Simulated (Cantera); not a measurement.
Input (Python, Cantera):

```python
import numpy as np
import cantera as ct

gas = ct.Solution("gri30.yaml")
gas.TPX = 1725, 560000, {'CH4': 1, 'CO2': 2.4}
reactor = ct.IdealGasConstPressureReactor(gas, energy="off", clone=False)
net = ct.ReactorNet([reactor])
net.rtol, net.atol = 1e-08, 1e-18
show = ['CH4', 'CO2', 'HO2', 'OH', 'C2H4', 'CH3']
times = np.geomspace(5e-06, 7, 9)

steps = ct.SolutionArray(gas, extra=["t"])
rows = []
print(f"{'t/s':>10s}{'T/K':>9s}{'P/Pa':>11s}" + "".join(f"{s:>11s}" for s in show))
for t in times:
    while net.time < t:
        t_next = net.step()
        steps.append(gas.state, t=t_next)
    rows.append([np.interp(t, steps.t, y) for y in (steps.T, steps.P, *steps(*show).X.T)])
    print(f"{t:10.3e}{rows[-1][0]:9.1f}{rows[-1][1]:11.4g}" + "".join(f"{x:11.3e}" for x in rows[-1][2:]))
rate = np.gradient(steps.T, steps.t)
print("integrator steps:", len(steps.t))
if steps.T.max() > steps.T[0] + 200:
    print(f"time of steepest temperature rise: {steps.t[rate.argmax()]:.4e} s")
gas.TPX = 1725, 560000, {'CH4': 1, 'CO2': 2.4}
gas.equilibrate("TP")
print(f"equilibrium (TP): T = {gas.T:.1f} K  " + "  ".join(f"{s} {gas[s].X[0]:.3e}" for s in show))
```

Result:

```
       t/s      T/K       P/Pa        CH4        CO2        HO2         OH       C2H4        CH3
 5.000e-06   1725.0    5.6e+05  2.938e-01  7.058e-01  3.250e-14  2.033e-08  3.343e-06  2.796e-04
 2.932e-05   1725.0    5.6e+05  2.918e-01  7.054e-01  3.527e-14  3.568e-08  1.971e-04  6.478e-04
 1.720e-04   1725.0    5.6e+05  2.757e-01  7.001e-01  1.038e-13  1.471e-07  4.309e-03  1.049e-03
 1.009e-03   1725.0    5.6e+05  2.008e-01  6.395e-01  4.725e-13  5.973e-07  8.555e-03  6.826e-04
 5.916e-03   1725.0    5.6e+05  7.521e-02  4.245e-01  9.383e-13  2.144e-06  3.016e-03  3.067e-04
 3.470e-02   1725.0    5.6e+05  1.766e-02  2.298e-01  6.521e-13  3.172e-06  1.621e-03  9.152e-05
 2.035e-01   1725.0    5.6e+05  1.008e-02  1.376e-01  1.803e-13  1.827e-06  6.005e-04  3.848e-05
 1.194e+00   1725.0    5.6e+05  7.719e-04  1.065e-01  1.062e-13  1.433e-06  3.573e-06  2.641e-06
 7.000e+00   1725.0    5.6e+05  4.198e-07  1.056e-01  1.058e-13  1.436e-06  2.642e-12  1.443e-09
integrator steps: 2515
equilibrium (TP): T = 1725.0 K  CH4 4.481e-07  CO2 1.056e-01  HO2 1.058e-13  OH 1.436e-06  C2H4 2.860e-12  CH3 1.541e-09
```

Detailed kinetics in Cantera: GRI-Mech 3.0 (53 species, 325 reactions).
